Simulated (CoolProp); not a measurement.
Vapour-liquid equilibrium of nitrogen (1) + methane (2) at 104.4 K; x and y are mole fractions of (1).

Model: multi-fluid Helmholtz-energy mixture model, Span 2000 and Setzmann 1991; pair parameters Kunz 2012, in CoolProp.

| x | bubble pressure (bar) | y at the bubble point | dew pressure at overall composition x (bar) | liquid density (mol/L) |
|---|---|---|---|---|
| 0.05 | 1.398 | 0.621 | 0.5608 | 26.89 |
| 0.15 | 2.833 | 0.820 | 0.6274 | 26.70 |
| 0.25 | 3.981 | 0.877 | 0.7117 | 26.49 |
| 0.35 | 4.935 | 0.906 | 0.8214 | 26.26 |
| 0.45 | 5.764 | 0.925 | 0.9698 | 26.00 |
| 0.55 | 6.526 | 0.939 | 1.182 | 25.70 |
| 0.65 | 7.270 | 0.952 | 1.511 | 25.36 |
| 0.75 | 8.042 | 0.964 | 2.088 | 24.96 |
| 0.85 | 8.890 | 0.977 | 3.347 | 24.49 |
| 0.95 | 9.869 | 0.991 | 7.168 | 23.93 |

No azeotrope shows between x = 0.05 and 0.95.

The pair parameters rest on a limited set of measurements; away from them the model extrapolates. The gap from Raoult's law changes sign with composition, which may be real or a fault of the pair parameters; it wasn't checked against measurements.
